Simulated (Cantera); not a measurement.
A closed system holds: 1 mol Si, 0.52 mol N₂O, 33 mol N₂, 0.0013 mol H₂O, at 72.0 Pa.

Method: chemical equilibrium by Gibbs-energy minimisation in Cantera with the NASA 1993 tables (ideal gas, pure condensed phases). Candidate condensed phases: H₂O, Si, SiO₂, Si₂N₂O, Si₃N₄; 35 gas species. Rates play no part. All values below are at 1475 K.

Base state: N₂ 0.999, SiO 0.00129, H₂ 3.78e-5 (mole fractions); condensed: Si₂N₂O(s).

Problem. What changes in the equilibrium state with this change: N₂O from 0.52 to 4 mol?

Solution. 
```tsv
species	before	after
N₂	0.999	0.973
O₂	<1e-9	0.0261
NO	<1e-9	0.000423
SiO	0.00129	<1e-9
H₂O	<1e-9	3.21e-5
O	<1e-9	1.73e-5
Si₂N₂O(s), mol	0.479	0
SiO₂(β-quartz), mol	0	1.00
```
The tables hold silica as quartz up to 1696 K and as liquid above; real silica turns to tridymite and cristobalite and melts near 1996 K.

Problem. What changes in the equilibrium state with this change: N₂O from 0.52 to 4.9 mol?

Solution. 
```tsv
species	before	after
N₂	0.999	0.963
O₂	<1e-9	0.0366
NO	<1e-9	0.000499
SiO	0.00129	<1e-9
H₂O	<1e-9	3.08e-5
O	<1e-9	2.05e-5
H₂	3.78e-5	8.09e-9
Si₂N₂O(s), mol	0.479	0
SiO₂(β-quartz), mol	0	1.00
```
The tables hold silica as quartz up to 1696 K and as liquid above; real silica turns to tridymite and cristobalite and melts near 1996 K.
